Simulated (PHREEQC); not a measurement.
1.6 g of hydrous ferric oxide (600 m²/g; 0.2 weak and 0.005 strong sites per Fe, Dzombak-Morel constants, diffuse double layer) in 1 kg of water with 0.1 mol/kgw of an inert sodium salt and 0.11 mmol/kgw SrCl2 and 1.2 mmol/kgw MgCl2, at 25 °C; the pH is set by adding NaOH or the inert anion's acid. Oxygen is held at 0.21 atm. The system is closed to CO2. Nothing may precipitate in this run.

Base run: PHREEQC, ion-association model, wateq4f.dat. Each further column changes one thing. The table gives Sr sorbed (%).

```json
[
 {"pH": "3", "base": "0.0", "no electrostatic term (-no_edl)": "0.0", "background salt from 0.1 to 0.01 mol/kgw": "0.0", "oxide from 1.6 to 8 g/kgw": "0.0"},
 {"pH": "4", "base": "0.0", "no electrostatic term (-no_edl)": "0.2", "background salt from 0.1 to 0.01 mol/kgw": "0.0", "oxide from 1.6 to 8 g/kgw": "0.0"},
 {"pH": "4.5", "base": "0.0", "no electrostatic term (-no_edl)": "0.6", "background salt from 0.1 to 0.01 mol/kgw": "0.0", "oxide from 1.6 to 8 g/kgw": "0.0"},
 {"pH": "5.5", "base": "0.0", "no electrostatic term (-no_edl)": "5.1", "background salt from 0.1 to 0.01 mol/kgw": "0.0", "oxide from 1.6 to 8 g/kgw": "0.2"},
 {"pH": "6.5", "base": "0.8", "no electrostatic term (-no_edl)": "25.5", "background salt from 0.1 to 0.01 mol/kgw": "0.6", "oxide from 1.6 to 8 g/kgw": "3.9"},
 {"pH": "7.5", "base": "13.3", "no electrostatic term (-no_edl)": "47.8", "background salt from 0.1 to 0.01 mol/kgw": "13.4", "oxide from 1.6 to 8 g/kgw": "48.8"},
 {"pH": "8", "base": "24.6", "no electrostatic term (-no_edl)": "51.6", "background salt from 0.1 to 0.01 mol/kgw": "25.2", "oxide from 1.6 to 8 g/kgw": "81.8"},
 {"pH": "9", "base": "52.3", "no electrostatic term (-no_edl)": "47.9", "background salt from 0.1 to 0.01 mol/kgw": "58.7", "oxide from 1.6 to 8 g/kgw": "99.4"}
]
```

The oxide is taken as insoluble; below pH 4 it would dissolve.
